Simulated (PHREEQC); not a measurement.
Synthetic water in mg/L, 25 °C, pH 3.8, pe 11.9: Na 259; K 46.7; Ca 33.2; Mg 22.4; Cl 128; S(6) as SO4 717; Zn 1.57; Al 24.9.

Valence states are taken as typed.

The numbers come from PHREEQC with the ion-association model, wateq4f.dat.

No solid was allowed to form.

Problem. Order these S species by the share of S that they hold, largest first: SO4-2, CaSO4, AlSO4+, NaSO4-, MgSO4.

Solution. SO4-2 (79 %), AlSO4+ (9.0 %), MgSO4 (3.8 %), CaSO4 (3.0 %), NaSO4- (2.4 %)

The pH is 3.80 and the ionic strength 0.0236 mol/kgw.
